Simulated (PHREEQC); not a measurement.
**Buffer**

Dissolve 0.11 mol HF, 0.0019 mol KOH and 0.55 mol NaCl per kg of water at 25 °C. Closed to the air; pH follows from the charge balance.

The numbers come from PHREEQC with the ion-association model, wateq4f.dat.

No solid was allowed to form.

### Question
Estimate the pH, ionic strength, activity of water.

### Answer
pH 2.06; ionic strength 0.562 mol/kgw; activity of water 0.979.

### Question
In which forms is F present?

### Answer
HF 61 %, H2F2 24 %, F- 8.6 %, HF2- 5.0 %, NaF 1.0 % of the F.

wateq4f.dat counts part of the HF as a dimer, H2F2, which phreeqc.dat doesn't know; its constant is uncertain.
